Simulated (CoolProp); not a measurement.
Properties of R1234ze(E) along the isobar 2780 kPa (Tc = 382.5 K, pc = 3635 kPa, ω = 0.313).

Model: reference Helmholtz-energy equation of state, Thol 2016, in CoolProp.

```csv
T (K),phase,cp (kJ/(kg K)),expansivity (1/kK),viscosity (µPa s),fugacity coefficient
207.1,liquid,1.224,1.736,722,0.002999
212.2,liquid,1.227,1.758,655,0.004249
217.2,liquid,…,1.781,598,0.005863
222.2,liquid,1.235,1.808,549,0.007944
227.3,liquid,1.240,1.837,…,0.01065
232.3,liquid,1.245,1.868,467,…
237.3,liquid,1.251,1.902,433,0.01806
242.4,liquid,1.258,1.940,402,0.02314
247.4,liquid,1.264,…,375,0.02915
252.4,liquid,1.272,2.026,350,0.03628
257.4,liquid,1.279,…,…,0.04467
```

Problem. Some entries are withheld; supply them.

Solution. 
- 217.2, cp (kJ/(kg K)): 1.231
- 227.3, viscosity (µPa s): 505
- 232.3, fugacity coefficient: 0.01397
- 247.4, expansivity (1/kK): 1.981
- 257.4, expansivity (1/kK): 2.074
- 257.4, viscosity (µPa s): 327

Viscosity comes from a separate model (Bell 2016), an estimate that may be off by 10 % or more.
